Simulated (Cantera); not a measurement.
A freely propagating, adiabatic, planar premixed flame of CH4 : H2 : O2 : N2 = 1 : 0.035 : 1.44 : 5.42 (molar parts), unburnt at 723 K and 101000 Pa; mixture-averaged transport, grid criteria slope 0.08 and curve 0.16, no radiation.

Detailed kinetics in Cantera: GRI-Mech 3.0 (53 species, 325 reactions). Burning velocities carry a grid error of a few per cent, more on coarse grids.

What does this change do: inlet temperature 723 to 650 K?


```json
[
 {"quantity": "laminar burning velocity", "before": "124 cm/s", "after": "93.0 cm/s"},
 {"quantity": "thermal thickness", "before": "0.390 mm", "after": "0.436 mm"},
 {"quantity": "peak x(H2O2)", "before": "8.65e-6", "after": "9.61e-6"},
 {"quantity": "peak x(C2H)", "before": "3.63e-6", "after": "2.84e-6"}
]
```

What does this change do: 0.27 parts H2O added?


```
quantity                    before     after
------------------------  --------  --------
laminar burning velocity  124 cm/s  109 cm/s
thermal thickness         0.390 mm  0.431 mm
peak x(H2O2)               8.65e-6   9.07e-6
peak x(C2H)                3.63e-6   2.81e-6
```
